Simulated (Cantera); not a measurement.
Cantera run:

```python
import numpy as np
import cantera as ct

gas_names = """
    H HNO HNO2 HNO3 HO2 H2 H2O H2O2 N NH NH2 NH3 NH2OH NO NO2 NO3 N2 N2H2 N2H4 N2O O OH O2 O3 Si SiH
    SiH2 SiH3 SiH4 SiN SiO SiO2 Si2 Si2N Si3
""".split()
cond_names = """
    H2O(s) H2O(L) Si(cr) Si(L) SiO2(Lqz) SiO2(hqz) SiO2(L) Si2N2O(s) Si3N4(a)
""".split()


# ... load() reads the species with a 1 bar reference pressure and builds the phases ...
atoms = {
    'Si3N4': {'Si': 3, 'N': 4},
    'H2O': {'H': 2, 'O': 1},
    'H2': {'H': 2},
}
top_T = {'Si2N2O(s)': 2100, 'Si3N4(a)': 2400}  # K; cautious upper limits of use, not melting points


# ... equilibrate(T, P, feed) seeds the gas with the atoms and calls Mixture.equilibrate('TP', solver="vcs", rtol=1e-11, max_steps=5000) ...
results = []
feed = {'Si3N4': 1, 'H2O': 0.25, 'H2': 9.6}  # mol
P = 5.2  # Pa
for T in [750, 850, 950, 1050, 1150, 1250, 1350, 1450, 1550, 1650, 1750]:
    mix = equilibrate(T, P, feed)
    results.append((T, P, feed, dict(zip(mix.species_names, mix.species_moles))))
    x = sorted(zip(gas.X, gas.species_names), reverse=True)
    print(f"T = {T:g} K  P = {P:g} Pa  gas = {mix.phase_moles(0):.4g} mol")
    print("   x: " + "  ".join(f"{s} {v:.3e}" for v, s in x if v > 1e-05))
    print("   condensed (mol): " + ("  ".join(f"{mix.phase(i).name} {mix.phase_moles(i):.4g}"
          for i in range(1, mix.n_phases) if mix.phase_moles(i) > 1e-12) or "none"))
```

It prints:

```
T = 750 K  P = 5.2 Pa  gas = 9.933 mol
   x: H2 9.916e-01  N2 8.389e-03
   condensed (mol): Si2N2O(s) 0.25  Si3N4(a) 0.8333
T = 850 K  P = 5.2 Pa  gas = 9.933 mol
   x: H2 9.916e-01  N2 8.389e-03
   condensed (mol): Si2N2O(s) 0.25  Si3N4(a) 0.8333
T = 950 K  P = 5.2 Pa  gas = 9.933 mol
   x: H2 9.916e-01  N2 8.389e-03
   condensed (mol): Si2N2O(s) 0.25  Si3N4(a) 0.8333
T = 1050 K  P = 5.2 Pa  gas = 9.933 mol
   x: H2 9.916e-01  N2 8.389e-03
   condensed (mol): Si2N2O(s) 0.25  Si3N4(a) 0.8333
T = 1150 K  P = 5.2 Pa  gas = 9.933 mol
   x: H2 9.916e-01  N2 8.389e-03  H 1.030e-05
   condensed (mol): Si2N2O(s) 0.25  Si3N4(a) 0.8333
T = 1250 K  P = 5.2 Pa  gas = 9.934 mol
   x: H2 9.915e-01  N2 8.391e-03  H 6.675e-05
   condensed (mol): Si2N2O(s) 0.2499  Si3N4(a) 0.8334
T = 1350 K  P = 5.2 Pa  gas = 10.2 mol
   x: H2 9.654e-01  N2 3.402e-02  H 3.247e-04  SiO 2.867e-04
   condensed (mol): Si(cr) 0.3942  Si2N2O(s) 0.2471  Si3N4(a) 0.7029
T = 1450 K  P = 5.2 Pa  gas = 11.84 mol
   x: H2 8.312e-01  N2 1.577e-01  SiO 9.874e-03  H 1.196e-03  Si 5.917e-05
   condensed (mol): Si(cr) 2.616  Si2N2O(s) 0.1331
T = 1550 K  P = 5.2 Pa  gas = 12.13 mol
   x: H2 8.099e-01  N2 1.649e-01  SiO 2.061e-02  H 3.931e-03  Si 6.388e-04  SiH 1.090e-05
   condensed (mol): Si(cr) 2.742
T = 1650 K  P = 5.2 Pa  gas = 12.23 mol
   x: H2 7.995e-01  N2 1.635e-01  SiO 2.044e-02  H 1.126e-02  Si 5.152e-03  SiH 6.068e-05  Si2N 1.901e-05  Si2 1.737e-05  SiN 1.079e-05
   condensed (mol): Si(cr) 2.685
T = 1750 K  P = 5.2 Pa  gas = 12.65 mol
   x: H2 7.645e-01  N2 1.581e-01  Si 2.887e-02  H 2.820e-02  SiO 1.977e-02  SiH 2.408e-04  Si2 1.493e-04  Si2N 7.260e-05  SiN 4.267e-05  Si3 3.654e-05  SiH2 1.593e-05
   condensed (mol): Si(L) 2.374
```

Method: chemical equilibrium by Gibbs-energy minimisation in Cantera with the NASA 1993 tables (ideal gas, pure condensed phases). Mutual solubility and eutectic melting of coexisting phases are not modelled. The tables' values for SiN are old estimates; treat these amounts as uncertain. Gases not in the tables: Si2H6 and higher silanes.
